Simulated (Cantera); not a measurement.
Source: NASA polynomial tables (part measured, part estimated), evaluated in Cantera. Values are per mole of reaction as written; species without (g) are pure solids or liquids, kept so even where they would boil at 1 bar.

SO3(g) + 3 MgS = 4 S + 3 MgO, with ΔH° = -370.8 kJ and ΔS° = -198.6 J/K at 300 K.

Question: How far is the shortcut ΔG° ≈ ΔH°(300 K) − T·ΔS°(300 K) from the full temperature-dependent value at 650, 675, 700, 725, 750, 775, 800, 825, 850, 875 K?

Answer: 
```csv
T (K),shortcut (kJ),full (kJ),difference (kJ),difference in log10 K,condensed phases
650,-241.7,-255.0,13.3,-1.07,"MgS(s), S(l), MgO(s)"
675,-236.7,-251.7,15.0,-1.16,"MgS(s), S(l), MgO(s)"
700,-231.8,-248.5,16.8,-1.25,"MgS(s), S(l), MgO(s)"
725,-226.8,-245.4,18.6,-1.34,"MgS(s), S(l), MgO(s)"
750,-221.9,-242.3,20.4,-1.42,"MgS(s), S(l), MgO(s)"
775,-216.9,-239.2,22.3,-1.50,"MgS(s), S(l), MgO(s)"
800,-211.9,-236.1,24.2,-1.58,"MgS(s), S(l), MgO(s)"
825,-207.0,-233.1,26.1,-1.65,"MgS(s), S(l), MgO(s)"
850,-202.0,-230.1,28.1,-1.73,"MgS(s), S(l), MgO(s)"
875,-197.0,-227.2,30.2,-1.80,"MgS(s), S(l), MgO(s)"
```
The shortcut ignores heat capacities and the phase changes listed.
